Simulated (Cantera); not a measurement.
A closed system holds: 1 mol FeS, 4.7 mol H2, 0.2 mol H2O, held at 24.0 Pa.

Method: chemical equilibrium by Gibbs-energy minimisation in Cantera with the NASA 1993 tables (ideal gas, pure condensed phases). Candidate condensed phases: Fe, FeO, Fe(OH)2, Fe(OH)3, FeS, FeSO4, FeS2, Fe2O3, Fe2(SO4)3, Fe3O4, H2O, H2SO4, S; 22 gas species. Metal and sulfide melt together well below either melting point, which pure phases cannot show. Mutual solubility and eutectic melting of coexisting phases are not modelled. FeS: taken at fixed stoichiometry. Gases not in the tables: S3 to S7. The numbers say what is thermodynamically allowed, not how fast it happens.

Q: What share of the Fe ends up in condensed phases as a function of T (K), at 1225, 1325, 1425, 1525, 1625, 1725, 1825, 1925?

A: 
```csv
T (K),Fe condensed (%),as
1225,100.0,Fe(γ) + FeS(s)
1325,100.0,Fe(γ) + FeS(s)
1425,99.9,Fe(γ) + FeS(s)
1525,99.4,Fe(γ)
1625,96.1,Fe(γ)
1725,77.8,Fe(δ)
1825,0.0,-
1925,0.0,-
```
